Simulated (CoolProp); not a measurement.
Methane along the isobar 0.93 MPa: fugacity coefficient from the reference equation and from simpler models built on Tc = 190.6 K, pc = 4.599 MPa, ω = 0.011; each cubic takes its own stable root.

The numbers come from the reference Helmholtz-energy equation of state, Setzmann 1991 in CoolProp.

```json
[
 {"T (K)": "109.2", "phase": "liquid", "reference": "0.08890"},
 {"T (K)": "143.6", "phase": "liquid", "reference": "0.7264"},
 {"T (K)": "178", "phase": "gas", "reference": "0.9184"},
 {"T (K)": "212.4", "phase": "gas", "reference": "0.9517"},
 {"T (K)": "246.7", "phase": "gas", "reference": "0.9697"},
 {"T (K)": "281.1", "phase": "gas", "reference": "0.9804"},
 {"T (K)": "315.5", "phase": "gas", "reference": "0.9871"},
 {"T (K)": "349.9", "phase": "gas", "reference": "0.9916"},
 {"T (K)": "384.3", "phase": "gas", "reference": "0.9947"},
 {"T (K)": "418.7", "phase": "gas", "reference": "0.9968"}
]
```

Problem. How far does each simpler model (Redlich-Kwong, Soave-Redlich-Kwong) lie from the reference over these 10 states: mean and median of the absolute difference, and the worst?

Solution. 
- Redlich-Kwong: mean 3.5 %, median 0.1 %, worst -29.8 % at 109.2 K and 0.93 MPa
- Soave-Redlich-Kwong: mean 0.4 %, median 0.1 %, worst -2.8 % at 109.2 K and 0.93 MPa
